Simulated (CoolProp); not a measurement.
Computed with CoolProp (reference Helmholtz-energy equation of state, Thol 2021).

### Question
Give the vapour pressure (MPa), liquid density (kg/m³), vapour density (kg/m³), liquid cp (kJ/(kg K)) of saturated chlorine at 50.55, 103.95 °C.

### Answer
```
T (°C)  p (MPa)  liquid density (kg/m³)  vapour density (kg/m³)  liquid cp (kJ/(kg K))
------  -------  ----------------------  ----------------------  ---------------------
50.55      1.46                    1310                    46.1                   1.05
103.95     4.15                    1090                     142                   1.35
```
